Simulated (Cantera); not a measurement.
Charge: 1 mol Cu, 0.16 mol CO2, a varied amount of CO, held at 9.50 bar.

Method: chemical equilibrium by Gibbs-energy minimisation in Cantera with the NASA 1993 tables (ideal gas, pure condensed phases). Candidate condensed phases: C, Cu, CuO, Cu2O; 15 gas species. The numbers say what is thermodynamically allowed, not how fast it happens.

Stable condensed phases, one row left out:

```
T in °C \ n(CO) in mol
         4.8 5.6 6.5 7.5 8.7  10  12  14  16  18  21  25
   1652    A   A   A   A   A   A   A   A   A   A   A   A
   1602    A   A   A   A   A   A   A   A   A   A   A   A
   1552    A   A   A   A   A   A   A   A   A   A   A   A
   1502    A   A   A   A   A   A   A   A   A   A   A   A
   1452    A   A   A   A   A   A   A   A   A   A   A   A
   1402    A   A   A   A   A   A   A   A   A   A   A   A
   1352    A   A   A   A   A   A   A   A   A   A   A   A
   1302    A   A   A   A   A   A   A   A   A   A   A   A
   1252    A   A   A   A   A   A   A   A   A   A   A   A
   1202    A   A   A   A   A   A   A   A   A   A   B   B
   1102    A   A   A   A   B   B   B   B   B   B   B   B
```

A: Cu; B: C + Cu.

Q: Give the row for 1152 °C.

A: 4.8: Cu; 5.6: Cu; 6.5: Cu; 7.5: Cu; 8.7: Cu; 10: Cu; 12: Cu; 14: C + Cu; 16: C + Cu; 18: C + Cu; 21: C + Cu; 25: C + Cu.
